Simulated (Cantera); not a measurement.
Input: 1 mol Fe₂O₃, 11 mol Cl₂, 1.7 mol N₂, held at 0.0240 bar.

Cantera equilibrium calculation (NASA polynomials, part measured and part estimated; ideal gas, pure solids and liquids). Candidate condensed phases: Fe, FeCl₂, FeCl₃, FeO, Fe₂O₃, Fe₃O₄; 19 gas species. The numbers say what is thermodynamically allowed, not how fast it happens.

Q: Which condensed phases are stable at each of these points (T (K)): 998, 1098, 1198, 1298, 1398, 1498, 1598, 1698, 1798?

A: 
```json
[
 {"T (K)": "998", "condensed phases": "Fe₂O₃(s)", "Fe condensed (%)": "60.9"},
 {"T (K)": "1098", "condensed phases": "Fe₂O₃(s)", "Fe condensed (%)": "12.2"},
 {"T (K)": "1198", "condensed phases": "gas only", "Fe condensed (%)": "0.0"},
 {"T (K)": "1298", "condensed phases": "gas only", "Fe condensed (%)": "0.0"},
 {"T (K)": "1398", "condensed phases": "gas only", "Fe condensed (%)": "0.0"},
 {"T (K)": "1498", "condensed phases": "gas only", "Fe condensed (%)": "0.0"},
 {"T (K)": "1598", "condensed phases": "gas only", "Fe condensed (%)": "0.0"},
 {"T (K)": "1698", "condensed phases": "gas only", "Fe condensed (%)": "0.0"},
 {"T (K)": "1798", "condensed phases": "gas only", "Fe condensed (%)": "0.0"}
]
```

From 998 K to 1098 K the condensed part is Fe₂O₃(s). From 1198 K to 1798 K nothing is condensed.
